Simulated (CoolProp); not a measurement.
The fluid at 298.15 K and 2.77 MPa flows at 0.27 m/s in a round tube of 12.7 mm bore and 1.5 µm roughness, fully developed (64/Re and Nu = 3.66 if laminar; Colebrook and Gnielinski if turbulent). The same conditions are run with several fluids, on thermodynamics alone (safety and materials aside).

The numbers come from the reference Helmholtz-energy equation of state of each fluid (CH2F2 (R32): Tillner-Roth 1997; R236EA: Rui 2013; R11: Jacobsen 1992; R143a: Lemmon and Jacobsen 2000) in CoolProp.

Rank CH2F2 (R32), R236EA, R11, R143a by Reynolds number, highest first.

CH2F2 (R32) (29100), R143a (28000), R236EA (12300), R11 (11400)

```json
[
 {"fluid": "CH2F2 (R32)", "Darcy friction factor": "0.0240", "pressure drop (Pa/m)": "66.6", "heat-transfer coefficient (W/(m² K))": "1140", "mass flow (kg/h)": "119"},
 {"fluid": "R236EA", "Darcy friction factor": "0.0295", "pressure drop (Pa/m)": "122", "heat-transfer coefficient (W/(m² K))": "580", "mass flow (kg/h)": "177"},
 {"fluid": "R11", "Darcy friction factor": "0.0300", "pressure drop (Pa/m)": "128", "heat-transfer coefficient (W/(m² K))": "517", "mass flow (kg/h)": "183"},
 {"fluid": "R143a", "Darcy friction factor": "0.0242", "pressure drop (Pa/m)": "65.5", "heat-transfer coefficient (W/(m² K))": "743", "mass flow (kg/h)": "116"}
]
```

Transport values come from each fluid's own correlations; those of CH2F2 (R32), R236EA, R11, R143a are estimates that may be off by 10 % or more.
